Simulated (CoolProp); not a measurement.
Vapour-liquid equilibrium of R143a (1) + R134a (2) at -3.15 °C; x and y are mole fractions of (1).

Values from CoolProp's multi-fluid Helmholtz-energy mixture model, Lemmon and Jacobsen 2000 and Tillner-Roth 1994; pair parameters Lemmon 2004.

Problem. Give the bubble pressure and the first vapour's composition at x = 0.05, 0.2, 0.8. Is there an azeotrope?

Solution. x = 0.05: 0.2753 MPa, y = 0.095; x = 0.2: 0.3190 MPa, y = 0.332; x = 0.8: 0.4988 MPa, y = 0.884. No azeotrope shows between x = 0.05 and 0.95.

The pair parameters rest on a limited set of measurements; away from them the model extrapolates.
